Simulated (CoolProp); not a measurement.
Octamethylcyclotetrasiloxane (D4) along the isotherm 425.2 K: density (kg/m³) from the reference equation and from simpler models built on Tc = 586.5 K, pc = 1.347 MPa, ω = 0.598; each cubic takes its own stable root.

Values from CoolProp's reference Helmholtz-energy equation of state, Thol 2015.

```json
[
 {"p (MPa)": "0.225", "phase": "liquid", "reference": "798.3", "van der Waals": "21.41", "Redlich-Kwong": "660.5", "Soave-Redlich-Kwong": "725.5"},
 {"p (MPa)": "0.449", "phase": "liquid", "reference": "799.3", "van der Waals": "459.6", "Redlich-Kwong": "663.7", "Soave-Redlich-Kwong": "727.1"},
 {"p (MPa)": "0.674", "phase": "liquid", "reference": "800.2", "van der Waals": "[?]", "Redlich-Kwong": "666.8", "Soave-Redlich-Kwong": "728.6"},
 {"p (MPa)": "0.898", "phase": "liquid", "reference": "801.1", "van der Waals": "467.1", "Redlich-Kwong": "669.8", "Soave-Redlich-Kwong": "730.2"},
 {"p (MPa)": "1.12", "phase": "liquid", "reference": "802.0", "van der Waals": "470.4", "Redlich-Kwong": "672.6", "Soave-Redlich-Kwong": "731.6"},
 {"p (MPa)": "1.35", "phase": "liquid", "reference": "802.9", "van der Waals": "473.6", "Redlich-Kwong": "675.4", "Soave-Redlich-Kwong": "733.1"},
 {"p (MPa)": "1.57", "phase": "liquid", "reference": "803.7", "van der Waals": "476.4", "Redlich-Kwong": "678.0", "Soave-Redlich-Kwong": "734.5"},
 {"p (MPa)": "1.8", "phase": "liquid", "reference": "804.6", "van der Waals": "[?]", "Redlich-Kwong": "680.7", "Soave-Redlich-Kwong": "736.0"},
 {"p (MPa)": "2.02", "phase": "liquid", "reference": "805.4", "van der Waals": "481.8", "Redlich-Kwong": "683.1", "Soave-Redlich-Kwong": "737.3"},
 {"p (MPa)": "2.25", "phase": "liquid", "reference": "806.3", "van der Waals": "484.4", "Redlich-Kwong": "685.6", "Soave-Redlich-Kwong": "738.7"},
 {"p (MPa)": "2.47", "phase": "liquid", "reference": "807.1", "van der Waals": "486.7", "Redlich-Kwong": "687.9", "Soave-Redlich-Kwong": "740.0"},
 {"p (MPa)": "2.69", "phase": "liquid", "reference": "[?]", "van der Waals": "488.9", "Redlich-Kwong": "690.1", "Soave-Redlich-Kwong": "741.2"},
 {"p (MPa)": "2.92", "phase": "liquid", "reference": "808.8", "van der Waals": "[?]", "Redlich-Kwong": "692.4", "Soave-Redlich-Kwong": "742.6"},
 {"p (MPa)": "3.14", "phase": "liquid", "reference": "809.6", "van der Waals": "493.1", "Redlich-Kwong": "694.5", "Soave-Redlich-Kwong": "743.8"},
 {"p (MPa)": "3.37", "phase": "liquid", "reference": "[?]", "van der Waals": "495.2", "Redlich-Kwong": "696.7", "Soave-Redlich-Kwong": "745.0"}
]
```

**Question.** Some entries are withheld; supply them.

**Answer.** 
- 0.674, van der Waals: 463.5
- 1.8, van der Waals: 479.3
- 2.69, reference: 807.9
- 2.92, van der Waals: 491.1
- 3.37, reference: 810.4

At some of these states van der Waals gives the other phase, because its saturation line lies elsewhere.
